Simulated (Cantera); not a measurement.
**Equilibrium for carbothermic reduction: Ta2O5 + C + H2**

Feed: 1 mol Ta2O5, 1.6 mol C, 0.61 mol H2, held at 4.40 bar.

Method: chemical equilibrium by Gibbs-energy minimisation in Cantera with the NASA 1993 tables (ideal gas, pure condensed phases). Candidate condensed phases: C, C6H6, C7H8, C8H18, H2O, Ta, TaC, Ta2O5; 113 gas species. Mutual solubility and eutectic melting of coexisting phases are not modelled. TaC: taken at fixed stoichiometry. Condensed phases not in the tables: Ta2C. Equilibrium is a limit: real reactors are often held back by kinetics, nucleation or transport.

| T (K) | x H2 | x CO | x CH4 | x H | x H2O | x CO2 | x TaO2 | x OH | n C(graphite) | n TaC(s) | n Ta2O5(s) | n Ta2O5(l) |
|---|---|---|---|---|---|---|---|---|---|---|---|---|
| 1225 | 0.931 | 0.0175 | 0.0501 | 1.43e-7 | 0.00141 | 1.80e-5 | <1e-12 | 1.97e-12 | 1.56 | 0.00448 | 0.998 | 0 |
| 1325 | 0.877 | 0.0979 | 0.0227 | 7.30e-7 | 0.00272 | 0.000163 | <1e-12 | 3.30e-11 | 1.49 | 0.0266 | 0.987 | 0 |
| 1425 | 0.564 | 0.426 | 0.00528 | 2.44e-6 | 0.00321 | 0.00107 | <1e-12 | 3.04e-10 | 0.962 | 0.182 | 0.909 | 0 |
| 1525 | 0.345 | 0.650 | 0.000652 | 6.62e-6 | 0.00260 | 0.00182 | <1e-12 | 1.55e-9 | 0 | 0.459 | 0.770 | 0 |
| 1625 | 0.345 | 0.650 | 0.000191 | 1.98e-5 | 0.00298 | 0.00181 | 1.20e-11 | 7.19e-9 | 0 | 0.459 | 0.770 | 0 |
| 1725 | 0.345 | 0.650 | 6.47e-5 | 5.20e-5 | 0.00335 | 0.00179 | 1.93e-10 | 2.79e-8 | 0 | 0.460 | 0.770 | 0 |
| 1825 | 0.345 | 0.650 | 2.48e-5 | 0.000123 | 0.00371 | 0.00179 | 2.27e-9 | 9.29e-8 | 0 | 0.460 | 0.770 | 0 |
| 1925 | 0.344 | 0.650 | 1.06e-5 | 0.000267 | 0.00406 | 0.00178 | 2.04e-8 | 2.73e-7 | 0 | 0.460 | 0.770 | 0 |
| 2025 | 0.344 | 0.649 | 4.91e-6 | 0.000538 | 0.00440 | 0.00178 | 1.47e-7 | 7.19e-7 | 0 | 0.460 | 0.770 | 0 |
| 2125 | 0.343 | 0.649 | 2.55e-6 | 0.00101 | 0.00457 | 0.00172 | 7.88e-7 | 1.67e-6 | 0 | 0.460 | 0 | 0.770 |
| 2225 | 0.343 | 0.649 | 1.43e-6 | 0.00181 | 0.00464 | 0.00164 | 3.44e-6 | 3.55e-6 | 0 | 0.460 | 0 | 0.770 |
| 2325 | 0.342 | 0.649 | 8.46e-7 | 0.00307 | 0.00470 | 0.00157 | 1.31e-5 | 7.03e-6 | 0 | 0.460 | 0 | 0.770 |
| 2425 | 0.341 | 0.648 | 5.24e-7 | 0.00498 | 0.00473 | 0.00151 | 4.40e-5 | 1.31e-5 | 0 | 0.460 | 0 | 0.770 |
x: gas mole fraction; n: condensed amount in mol.

From 1225 K to 1425 K the condensed part is C(graphite) + TaC(s) + Ta2O5(s). From 1525 K to 2025 K the condensed part is TaC(s) + Ta2O5(s). From 2125 K to 2425 K the condensed part is TaC(s) + Ta2O5(l).
